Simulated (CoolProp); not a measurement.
A Linde-Hampson liquefier for dry air: isothermal reversible compression at 290 K from 1 atm to 15 MPa, throttling to 1 atm, return gas leaving the recuperator 2 K below the feed. Each further row changes one setting.

Computed with CoolProp (reference Helmholtz-energy equation of state, Lemmon 2000). It is a pseudo-pure fit of the blend.

```csv
case,liquid yield per pass,compression work (kJ/kg of gas)
as stated,0.069,413
high pressure 30 MPa,0.105,473
warm-end temperature 320 K,0.050,459
warm-end gap 7 K,0.057,413
```
